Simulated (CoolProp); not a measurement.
A single-stage vapour-compression cycle with the fluid: evaporating at 299.15 K (dew point), condensing at 341.15 K (bubble point), superheat 0 K, subcooling 5 K, compressor efficiency 0.75, no pressure losses. The same conditions are run with several fluids, on thermodynamics alone (safety and materials aside).

The numbers come from the reference Helmholtz-energy equation of state of each fluid (fluoroethane (R161): Wu 2012; neopentane: Lemmon 2006; R1224YDZ: Akasaka 2023; R236FA: Pan 2012; ammonia: Gao 2020; methanol: de Reuck 1993) in CoolProp.

```csv
fluid,cooling COP,pressure ratio,discharge temperature (K),refrigerating effect (kJ/kg),volumetric capacity (kJ/m³)
fluoroethane (R161),4.23,2.71,361.7,247,5460
neopentane,4.37,3.16,341.1,212,1170
R1224YDZ,4.49,3.56,341.1,120,1170
R236FA,4.21,3.33,341.2,97.1,1840
ammonia,4.52,3.06,403.5,976,7850
methanol,4.85,6.50,433.4,1070,252
```

The compression ends wet for: neopentane; R1224YDZ; R236FA.
